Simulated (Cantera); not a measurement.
An adiabatic, constant-pressure homogeneous reactor starts with C3H8 : O2 : N2 : H2O = 1 : 6.49 : 24.4 : 4 (molar parts), at 950 K and 150000 Pa. Integrator tolerance rtol = 1e-08.

Detailed kinetics in Cantera: GRI-Mech 3.0 (53 species, 325 reactions). GRI-Mech 3.0 was tuned for natural gas; its chemistry of propane as a main component is partial and can be far from experiment. Below about 1000 K GRI-Mech 3.0 lacks low-temperature oxidation paths.

### Question
What does this change do: H2O 4 to 8.2 parts?

### Answer
```tsv
quantity	before	after
time of steepest temperature rise	1.31 s	1.34 s
temperature at 3.00 s	2270 K	2143 K
equilibrium temperature	2270 K	2143 K
x(C3H8) at 3.00 s	<1e-12 (gas-phase equilibrium <1e-12)	<1e-12 (gas-phase equilibrium <1e-12)
x(O2) at 3.00 s	0.0380 (gas-phase equilibrium 0.0380)	0.0343 (gas-phase equilibrium 0.0343)
x(H2O) at 3.00 s	0.211 (gas-phase equilibrium 0.211)	0.293 (gas-phase equilibrium 0.293)
x(N2O) at 3.00 s	3.56e-7 (gas-phase equilibrium 3.56e-7)	2.29e-7 (gas-phase equilibrium 2.29e-7)
x(CH2CO) at 3.00 s	<1e-12 (gas-phase equilibrium <1e-12)	<1e-12 (gas-phase equilibrium <1e-12)
x(C2H4) at 3.00 s	<1e-12 (gas-phase equilibrium <1e-12)	<1e-12 (gas-phase equilibrium <1e-12)
x(C2H6) at 3.00 s	<1e-12 (gas-phase equilibrium <1e-12)	<1e-12 (gas-phase equilibrium <1e-12)
```

### Question
What does this change do: constant volume in place of constant pressure?

### Answer
| quantity | before | after |
|---|---|---|
| time of steepest temperature rise | 1.31 s | 1.29 s |
| temperature at 3.00 s | 2270 K | 2514 K |
| equilibrium temperature | 2270 K | 2514 K |
| x(C3H8) at 3.00 s | <1e-12 (gas-phase equilibrium <1e-12) | <1e-12 (gas-phase equilibrium <1e-12) |
| x(O2) at 3.00 s | 0.0380 (gas-phase equilibrium 0.0380) | 0.0378 (gas-phase equilibrium 0.0378) |
| x(H2O) at 3.00 s | 0.211 (gas-phase equilibrium 0.211) | 0.206 (gas-phase equilibrium 0.206) |
| x(N2O) at 3.00 s | 3.56e-7 (gas-phase equilibrium 3.56e-7) | 9.34e-7 (gas-phase equilibrium 9.34e-7) |
| x(CH2CO) at 3.00 s | <1e-12 (gas-phase equilibrium <1e-12) | <1e-12 (gas-phase equilibrium <1e-12) |
| x(C2H4) at 3.00 s | <1e-12 (gas-phase equilibrium <1e-12) | <1e-12 (gas-phase equilibrium <1e-12) |
| x(C2H6) at 3.00 s | <1e-12 (gas-phase equilibrium <1e-12) | <1e-12 (gas-phase equilibrium <1e-12) |

### Question
What does this change do: initial temperature 950 to 1148 K?

### Answer
```json
[
 {"quantity": "time of steepest temperature rise", "before": "1.31 s", "after": "16.4 ms"},
 {"quantity": "temperature at 3.00 s", "before": "2270 K", "after": "2392 K"},
 {"quantity": "equilibrium temperature", "before": "2270 K", "after": "2392 K"},
 {"quantity": "x(C3H8) at 3.00 s", "before": "<1e-12 (gas-phase equilibrium <1e-12)", "after": "<1e-12 (gas-phase equilibrium <1e-12)"},
 {"quantity": "x(O2) at 3.00 s", "before": "0.0380 (gas-phase equilibrium 0.0380)", "after": "0.0384 (gas-phase equilibrium 0.0384)"},
 {"quantity": "x(H2O) at 3.00 s", "before": "0.211 (gas-phase equilibrium 0.211)", "after": "0.207 (gas-phase equilibrium 0.207)"},
 {"quantity": "x(N2O) at 3.00 s", "before": "3.56e-7 (gas-phase equilibrium 3.56e-7)", "after": "4.55e-7 (gas-phase equilibrium 4.55e-7)"},
 {"quantity": "x(CH2CO) at 3.00 s", "before": "<1e-12 (gas-phase equilibrium <1e-12)", "after": "<1e-12 (gas-phase equilibrium <1e-12)"},
 {"quantity": "x(C2H4) at 3.00 s", "before": "<1e-12 (gas-phase equilibrium <1e-12)", "after": "<1e-12 (gas-phase equilibrium <1e-12)"},
 {"quantity": "x(C2H6) at 3.00 s", "before": "<1e-12 (gas-phase equilibrium <1e-12)", "after": "<1e-12 (gas-phase equilibrium <1e-12)"}
]
```
